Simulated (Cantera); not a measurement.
A diamond (100) surface in a fixed gas of H2 with x(CH4) = 0.028, x(H) = 0.0026, x(CH3) = 0.0014, 82.5 Torr; coverages are run to steady state.

Computed with Cantera and the Harris–Goodwin 1993 mechanism for the reconstructed diamond (100) surface.

θ: site fractions in the mechanism's names (c6HH fully hydrogenated, c6H* and c6*H radical sites, c6** diradical, c6HM methylated).

```csv
T (K),growth (µm/h),θ c6HH,θ c6H*,θ c6*H,θ c6**,θ c6HM
900,30.0,0.451,0.00677,0.189,0.00248,0.282
950,41.7,0.447,0.00971,0.230,0.00401,0.237
1000,54.6,0.440,0.0133,0.271,0.00612,0.197
1050,66.3,0.432,0.0176,0.314,0.00894,0.157
1100,71.5,0.429,___,___,___,___
1150,___,0.427,___,___,___,___
1200,49.2,0.422,0.0356,0.455,0.0230,0.0361
1250,35.6,0.409,0.0419,0.488,0.0288,0.0157
1300,28.6,0.391,0.0477,0.509,0.0345,0.00634
1350,26.2,0.373,0.0530,0.522,0.0400,0.00253
1400,24.8,0.357,0.0580,0.530,0.0456,0.00100
```

Task: What belongs in the gaps?

Result: 
- 1100, θ c6H*: 0.0228
- 1100, θ c6*H: 0.360
- 1100, θ c6**: 0.0127
- 1100, θ c6HM: 0.115
- 1150, growth (µm/h): 64.6
- 1150, θ c6H*: 0.0290
- 1150, θ c6*H: 0.410
- 1150, θ c6**: 0.0175
- 1150, θ c6HM: 0.0714
